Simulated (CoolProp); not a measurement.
Vapour-liquid equilibrium of R22 (1) + n-pentane (2) at 267.2 K; x and y are mole fractions of (1).

Computed with CoolProp (multi-fluid Helmholtz-energy mixture model, Kamei 1995 and Thol 2019; pair parameters Bell 2016).

```csv
x,bubble pressure (MPa),y at the bubble point,dew pressure at overall composition x (MPa),liquid density (mol/L)
0.05,0.05923,0.696,0.01949,9.216
0.15,0.1308,0.871,0.02175,9.616
0.25,0.1878,…,0.02461,10.05
0.35,0.2312,0.936,0.02833,…
0.45,0.2641,0.948,…,11.01
0.55,0.2900,0.957,0.04058,11.57
0.65,0.3125,0.964,0.05175,12.18
0.75,0.3350,0.971,0.07133,12.87
0.85,0.3602,0.980,0.1144,13.65
0.95,0.3905,0.992,0.2694,14.55
```

What belongs in the gaps?


- 0.25, y at the bubble point: 0.916
- 0.35, liquid density (mol/L): 10.51
- 0.45, dew pressure at overall composition x (MPa): 0.03337

No azeotrope shows between x = 0.05 and 0.95.

The pair parameters rest on a limited set of measurements; away from them the model extrapolates. With so large a gap from Raoult's law the liquid may split in two, which this calculation doesn't test in full.
